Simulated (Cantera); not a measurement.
An adiabatic, constant-pressure homogeneous reactor starts with 7.92 % CH4, 0.277 % CO, 8.00 % O2, 72.7 % N2, 11.1 % H2O, equivalence ratio 2.0, at 1400 K and 17.8 atm.

Model: GRI-Mech 3.0 (53 species, 325 reactions), integrated in Cantera. The pressure lies above the range GRI-Mech 3.0 was tuned for (to about 10 atm).

One state of this run: T (K) = 1979; x CH4 = 0.00264; x CO = 0.0450; x O2 = 1.38e-8; x CO2 = 0.0221; x CH2O = 2.51e-6. x: mole fraction; the columns are a selection and need not sum to one.

### Question
Which value of t (s) does it belong to?
(A) 0.00269
(B) 0.000149
(C) 0.00130
(D) 0.00554

### Answer
A, 0.00269
